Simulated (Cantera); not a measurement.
C₂H₅OH + H₂ + N₂ + O₂ (carbon deposition, reforming and gasification)

Feed: 1 mol C₂H₅OH, 13 mol H₂, 0.31 mol N₂, 1.5 mol O₂, equilibrated at 0.100 bar.

Method: chemical equilibrium by Gibbs-energy minimisation in Cantera with the NASA 1993 tables (ideal gas, pure condensed phases). Candidate condensed phases: C, C₆H₆, C₇H₈, C₈H₁₈, H₂O; 169 gas species. Ions and electrons are included (thermal ionisation). Kinetics and transport are ignored.

| T (K) | x H | x H₂ | x CO | x H₂O | x O | x OH | x N₂ | x N |
|---|---|---|---|---|---|---|---|---|
| 3000 | 0.342 | 0.469 | 0.0873 | 0.0639 | 0.00692 | 0.0155 | 0.0136 | 5.14e-6 |
| 3500 | 0.715 | 0.147 | 0.0644 | 0.00649 | 0.0414 | 0.0146 | 0.00974 | 6.91e-5 |
| 4000 | 0.849 | 0.0284 | 0.0568 | 0.000180 | 0.0529 | 0.00315 | 0.00840 | 0.000514 |
| 4500 | 0.873 | 0.00638 | 0.0553 | 7.58e-6 | 0.0545 | 0.000727 | 0.00729 | 0.00243 |
| 5000 | 0.875 | 0.00185 | 0.0539 | 5.74e-7 | 0.0557 | 0.000219 | 0.00482 | 0.00728 |
x: gas mole fraction; nothing condenses.

From 3000 K to 5000 K nothing is condensed. The main C-bearing gas is CO throughout.
